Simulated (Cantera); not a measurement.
A Cantera script and its output.

```python
import numpy as np
import cantera as ct

gas = ct.Solution("gri30.yaml")
gas.TPX = 950, 190000, {'CH4': 1, 'C2H6': 0.11, 'O2': 7.45, 'N2': 73.8, 'CO2': 3.6}
reactor = ct.IdealGasReactor(gas, energy="on", clone=False)
net = ct.ReactorNet([reactor])
net.rtol, net.atol = 1e-08, 1e-16
show = ['CH4', 'C2H6', 'O2', 'CH2O', 'CH2']
times = np.geomspace(3e-06, 2, 15)

steps = ct.SolutionArray(gas, extra=["t"])
rows = []
print(f"{'t/s':>10s}{'T/K':>9s}{'P/Pa':>11s}" + "".join(f"{s:>11s}" for s in show))
for t in times:
    while net.time < t:
        t_next = net.step()
        steps.append(gas.state, t=t_next)
    rows.append([np.interp(t, steps.t, y) for y in (steps.T, steps.P, *steps(*show).X.T)])
    print(f"{t:10.3e}{rows[-1][0]:9.1f}{rows[-1][1]:11.4g}" + "".join(f"{x:11.3e}" for x in rows[-1][2:]))
rate = np.gradient(steps.T, steps.t)
print("integrator steps:", len(steps.t))
if steps.T.max() > steps.T[0] + 200:
    print(f"time of steepest temperature rise: {steps.t[rate.argmax()]:.4e} s")
gas.TPX = 950, 190000, {'CH4': 1, 'C2H6': 0.11, 'O2': 7.45, 'N2': 73.8, 'CO2': 3.6}
gas.equilibrate("UV")
print(f"equilibrium (UV): T = {gas.T:.1f} K  " + "  ".join(f"{s} {gas[s].X[0]:.3e}" for s in show))
```

Output:

```
       t/s      T/K       P/Pa        CH4       C2H6         O2       CH2O        CH2
 3.000e-06    950.0    1.9e+05  1.163e-02  1.280e-03  8.667e-02  2.855e-16  1.704e-26
 7.818e-06    950.0    1.9e+05  1.163e-02  1.280e-03  8.667e-02  1.790e-15  1.776e-25
 2.038e-05    950.0    1.9e+05  1.163e-02  1.280e-03  8.667e-02  1.124e-14  1.196e-24
 5.310e-05    950.0    1.9e+05  1.163e-02  1.280e-03  8.667e-02  7.666e-14  8.494e-24
 1.384e-04    950.0    1.9e+05  1.163e-02  1.280e-03  8.667e-02  5.204e-13  5.835e-23
 3.607e-04    950.0    1.9e+05  1.163e-02  1.280e-03  8.667e-02  3.486e-12  3.858e-22
 9.399e-04    950.0    1.9e+05  1.163e-02  1.280e-03  8.667e-02  2.305e-11  2.432e-21
 2.449e-03    950.0    1.9e+05  1.163e-02  1.280e-03  8.667e-02  1.468e-10  1.369e-20
 6.384e-03    950.0    1.9e+05  1.163e-02  1.280e-03  8.667e-02  8.582e-10  6.030e-20
 1.664e-02    950.0    1.9e+05  1.163e-02  1.280e-03  8.667e-02  4.330e-09  1.892e-19
 4.336e-02    950.0    1.9e+05  1.163e-02  1.280e-03  8.667e-02  2.060e-08  7.566e-19
 1.130e-01    950.0    1.9e+05  1.163e-02  1.279e-03  8.667e-02  1.744e-07  1.470e-17
 2.945e-01    950.3  1.901e+05  1.161e-02  1.264e-03  8.663e-02  2.311e-05  3.084e-14
 7.674e-01   1365.5  2.733e+05  5.691e-22  9.775e-36  5.888e-02  4.574e-21  3.846e-24
 2.000e+00   1365.5  2.733e+05  6.052e-22  1.328e-38  5.888e-02  4.459e-21  3.666e-24
integrator steps: 2287
time of steepest temperature rise: 4.8031e-01 s
equilibrium (UV): T = 1364.4 K  CH4 2.872e-33  C2H6 8.835e-61  O2 5.872e-02  CH2O 1.619e-21  CH2 7.134e-36
```

Detailed kinetics in Cantera: GRI-Mech 3.0 (53 species, 325 reactions). Below about 1000 K GRI-Mech 3.0 lacks low-temperature oxidation paths.
